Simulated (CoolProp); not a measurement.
A single-stage vapour-compression cycle with the fluid: evaporating at 295.15 K (dew point), condensing at 341.15 K (bubble point), superheat 5 K, subcooling 5 K, compressor efficiency 0.65, no pressure losses. The same conditions are run with several fluids, on thermodynamics alone (safety and materials aside).

Model: reference Helmholtz-energy equation of state of each fluid (isohexane: Lemmon 2006; R123: Younglove 1994; n-perfluoropentane: Gao 2022; propane: Lemmon 2009; R227EA: Lemmon 2016; methanol: de Reuck 1993), in CoolProp.

```csv
fluid,cooling COP,pressure ratio,discharge temperature (K),refrigerating effect (kJ/kg),volumetric capacity (kJ/m³)
isohexane,3.55,5.18,344.6,262,229
R123,3.60,(withheld),(withheld),133,691
n-perfluoropentane,2.94,4.50,341.2,52.4,(withheld)
propane,3.06,2.82,(withheld),230,4260
R227EA,2.89,3.43,(withheld),66.6,2140
methanol,3.67,(withheld),480.3,1080,(withheld)
```

Q: Complete the blanks.

A: 
- R123, pressure ratio: 4.38
- R123, discharge temperature (K): 357.9
- n-perfluoropentane, volumetric capacity (kJ/m³): 486
- propane, discharge temperature (K): 359.8
- R227EA, discharge temperature (K): 342.8
- methanol, pressure ratio: 8.01
- methanol, volumetric capacity (kJ/m³): 204

The compression ends wet for: n-perfluoropentane.
